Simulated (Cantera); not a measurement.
A closed system holds: 1 mol Si₃N₄, 0.038 mol H₂O, 8.1 mol N₂, equilibrated at 1523.15 K and 6.50 Pa.

Cantera equilibrium calculation (NASA polynomials, part measured and part estimated; ideal gas, pure solids and liquids). Candidate condensed phases: H₂O, Si, SiO₂, Si₂N₂O, Si₃N₄; 35 gas species. Rates play no part.

Base state: N₂ 0.992, SiO 0.00373, H₂ 0.00365, Si 0.000278, H 0.000173 (mole fractions); condensed: Si(s).

**Question.** What changes in the equilibrium state with this change: pressure from 6.50 Pa to 1.20 mbar?

**Answer.** 
| species | before | after |
|---|---|---|
| N₂ | 0.992 | 0.995 |
| H₂ | 0.00365 | 0.00464 |
| SiO | 0.00373 | 0.000497 |
| Si | 0.000278 | 2.37e-6 |
| H | 0.000173 | 4.55e-5 |
| Si(s), mol | 2.96 | 0 |
| Si₂N₂O(s), mol | 0 | 0.0339 |
| Si₃N₄(s), mol | 0 | 0.976 |
Mutual solubility and eutectic melting of coexisting phases are not modelled.
